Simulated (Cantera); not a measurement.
Charge: 1 mol acetone, 2.6 mol H2O, held at 1330 Pa.

These are equilibrium values from Cantera (NASA tables, ideal gas, pure condensed phases), not measurements of a reactor. Candidate condensed phases: C, C6H6, C7H8, C8H18, H2O; 110 gas species. The feed counts by its element totals alone. The numbers say what is thermodynamically allowed, not how fast it happens.

x: gas mole fraction; nothing condenses.

```csv
T (K),x H2,x H,x CO,x H2O,x O,x OH,x CO2
1898,0.586,0.00518,0.339,0.0611,2.94e-7,4.42e-5,0.00843
1973,0.582,0.00892,0.339,0.0614,1.01e-6,8.92e-5,0.00798
2048,0.577,0.0147,0.339,0.0615,3.15e-6,0.000171,0.00758
2123,0.570,0.0235,0.337,0.0614,9.11e-6,0.000312,0.00724
2198,0.560,0.0361,0.336,0.0610,2.46e-5,0.000547,0.00693
2273,0.546,0.0537,0.333,0.0602,6.22e-5,0.000921,0.00665
2348,0.527,0.0776,0.329,0.0589,0.000149,0.00149,0.00639
2423,0.502,0.109,0.323,0.0570,0.000338,0.00234,0.00614
2498,0.471,0.148,0.316,0.0542,0.000729,0.00353,0.00588
2573,0.434,0.196,0.308,0.0503,0.00150,0.00511,0.00558
2648,0.390,0.252,0.297,0.0451,0.00292,0.00706,0.00520
2723,…,…,0.286,…,…,…,…
2798,…,…,0.273,…,…,…,…
2873,0.241,0.447,0.260,0.0220,0.0141,0.0122,0.00334
```

Q: Some entries are withheld; supply them.

A: 
- 2798, x H2: 0.292
- 2798, x H: 0.380
- 2798, x H2O: 0.0304
- 2798, x O: 0.00910
- 2798, x OH: 0.0111
- 2798, x CO2: 0.00409
- 2723, x H2: 0.342
- 2723, x H: 0.314
- 2723, x H2O: 0.0383
- 2723, x O: 0.00536
- 2723, x OH: 0.00920
- 2723, x CO2: 0.00472
